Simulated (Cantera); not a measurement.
Equilibrium for carbon deposition, reforming and gasification: CO + H2O + H2

Charge: 1 mol CO, 2.2 mol H2O, 20 mol H2, equilibrated at 3048 K and 68.0 Pa.

Cantera equilibrium calculation (NASA polynomials, part measured and part estimated; ideal gas, pure solids and liquids). Candidate condensed phases: C, C6H6, C7H8, C8H18, H2O; 110 gas species. Equilibrium is a limit: real reactors are often held back by kinetics, nucleation or transport.

```yaml
x(H): 0.915
x(O): 0.0454
x(CO): 0.0214
x(H2): 0.0171
x(OH): 0.00139
x(O2): 7.92e-5
x(H2O): 7.54e-5
x(CO2): 1.26e-5
gas_amount: 46.73 mol
log10 activity of C(graphite) (absent): -7.57
```
